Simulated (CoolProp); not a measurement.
A closed Brayton cycle with carbon dioxide: compressor inlet 325.15 K and 7.6 MPa, high pressure 18.7 MPa, turbine inlet 905 K, compressor efficiency 0.89, turbine efficiency 0.85, recuperator effectiveness 0.95 (on enthalpy, no pinch check). Each further row changes one setting.

Computed with CoolProp (reference Helmholtz-energy equation of state, Span 1996).

```json
[
 {"case": "as stated", "thermal efficiency (%)": "(withheld)", "net work (kJ/kg)": "78.2", "compressor to turbine work": "0.37", "compressor exit (K)": "402.5", "turbine exit (K)": "797.2"},
 {"case": "turbine inlet 855 K", "thermal efficiency (%)": "35.0", "net work (kJ/kg)": "(withheld)", "compressor to turbine work": "0.39", "compressor exit (K)": "402.5", "turbine exit (K)": "751.0"},
 {"case": "compressor inlet 335.15 K", "thermal efficiency (%)": "35.9", "net work (kJ/kg)": "(withheld)", "compressor to turbine work": "0.41", "compressor exit (K)": "(withheld)", "turbine exit (K)": "797.2"},
 {"case": "high pressure 15.9 MPa", "thermal efficiency (%)": "35.9", "net work (kJ/kg)": "66.5", "compressor to turbine work": "(withheld)", "compressor exit (K)": "388.1", "turbine exit (K)": "816.1"},
 {"case": "recuperator effectiveness 0.5", "thermal efficiency (%)": "18.8", "net work (kJ/kg)": "78.2", "compressor to turbine work": "0.37", "compressor exit (K)": "402.5", "turbine exit (K)": "797.2"}
]
```

**Question.** Some entries are withheld; supply them.

**Answer.** 
- as stated, thermal efficiency (%): 36.9
- turbine inlet 855 K, net work (kJ/kg): 70.8
- compressor inlet 335.15 K, net work (kJ/kg): 73.3
- compressor inlet 335.15 K, compressor exit (K): 416.3
- high pressure 15.9 MPa, compressor to turbine work: 0.35
